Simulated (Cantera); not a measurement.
Input (Python, Cantera):

```python
import numpy as np
import cantera as ct

gas = ct.Solution("h2o2.yaml")
gas.TPX = 625, 290000, {'H2': 1, 'O2': 0.208, 'N2': 0.783}
flame = ct.FreeFlame(gas, width=0.019)
flame.set_refine_criteria(ratio=3, slope=0.08, curve=0.16)
flame.transport_model = "mixture-averaged"
flame.solve(loglevel=0, auto=True)
z, T = flame.grid, flame.T
thick = (T[-1] - T[0]) / np.gradient(T, z).max()
show = ['H2', 'O2', 'O', 'OH', 'H2O', 'HO2']
print(f"laminar burning velocity  {flame.velocity[0] * 100:.3f} cm/s")
print(f"burnt temperature         {T[-1]:.1f} K")
print(f"thermal thickness         {thick * 1e3:.4f} mm")
print(f"grid points               {len(z)}")
z0 = z[flame.heat_release_rate.argmax()]
print(f"{'z/mm':>9s}{'T/K':>9s}{'u/(m/s)':>9s}" + "".join(f"{s:>11s}" for s in show))
rows = []
for k in (-3, -2, -1.5, -1, -0.5, -0.25, 0, 0.25, 0.5, 1, 2, 4, 8):
    zz = z0 + k * thick
    rows.append([k * thick, np.interp(zz, z, T), np.interp(zz, z, flame.velocity),
                 *(np.interp(zz, z, flame.X[gas.species_index(s)]) for s in show)])
    print(f"{rows[-1][0] * 1e3:9.3f}{rows[-1][1]:9.1f}{rows[-1][2]:9.3f}" + "".join(f"{x:11.3e}" for x in rows[-1][3:]))
```

Result:

```
laminar burning velocity  961.598 cm/s
burnt temperature         2183.7 K
thermal thickness         0.1203 mm
grid points               111
     z/mm      T/K  u/(m/s)         H2         O2          O         OH        H2O        HO2
   -0.361    625.0    9.616  5.023e-01  1.045e-01  5.110e-15  2.078e-16  1.372e-11  1.208e-11
   -0.241    625.0    9.616  5.023e-01  1.045e-01  3.546e-12  1.457e-13  2.140e-09  2.710e-09
   -0.181    625.0    9.616  5.023e-01  1.045e-01  7.244e-11  3.045e-12  2.253e-08  3.290e-08
   -0.120    625.3    9.618  5.022e-01  1.045e-01  8.789e-09  7.489e-10  1.202e-06  1.964e-06
   -0.060    670.9   10.225  4.955e-01  1.043e-01  1.918e-05  1.041e-04  2.100e-03  4.596e-04
   -0.030    920.9   13.670  4.618e-01  9.657e-02  3.146e-04  6.655e-04  2.551e-02  3.311e-04
    0.000   1298.1   18.783  3.860e-01  6.524e-02  1.828e-03  1.723e-03  9.425e-02  1.533e-04
    0.030   1563.0   22.442  3.162e-01  2.387e-02  2.018e-03  2.845e-03  1.744e-01  5.344e-05
    0.060   1688.9   24.152  2.912e-01  6.239e-03  1.055e-03  2.985e-03  2.093e-01  1.354e-05
    0.120   1799.0   25.563  2.892e-01  6.076e-04  5.118e-04  3.013e-03  2.218e-01  1.298e-06
    0.241   1902.1   26.830  2.974e-01  1.176e-04  3.270e-04  2.831e-03  2.248e-01  3.049e-07
    0.481   1996.3   27.956  3.060e-01  6.002e-05  1.822e-04  2.363e-03  2.271e-01  1.715e-07
    0.963   2072.0   28.841  3.131e-01  2.772e-05  8.499e-05  1.751e-03  2.293e-01  8.689e-08
```

Detailed kinetics in Cantera: the H2/O2 subset of GRI-Mech 3.0, which has no nitrogen chemistry. The hydrogen kinetics of GRI-Mech 3.0 are dated; newer H2 mechanisms differ, most at raised pressure. Burning velocities carry a grid error of a few per cent, more on coarse grids.
